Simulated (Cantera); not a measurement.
A closed system holds: 1 mol Al(CH3)3, 6.1 mol H2O, 35 mol N2, held at 1798.15 K and 315 Torr.

Cantera equilibrium calculation (NASA polynomials, part measured and part estimated; ideal gas, pure solids and liquids). The feed counts by its element totals alone. Gases not in the tables: Al(OH)3. Rates play no part.

```csv
species,before,after
N2,0.720,0.457
H2O,0.0304,0.369
H2,0.188,0.134
CO2,0.00252,0.0164
CO,0.0592,0.0228
OH,2.51e-6,3.61e-5
H,0.000236,0.000199
"Al2O3(s), mol",0.500,0.500
```
Gas species are given as mole fractions.

### Question
What was changed between the two runs?
(A) H2O from 6.1 to 0.65 mol
(B) H2O from 6.1 to 34 mol
(C) temperature from 1798.15 K to 2223.15 K
(D) H2O from 6.1 to 0.99 mol

### Answer
B, H2O from 6.1 to 34 mol
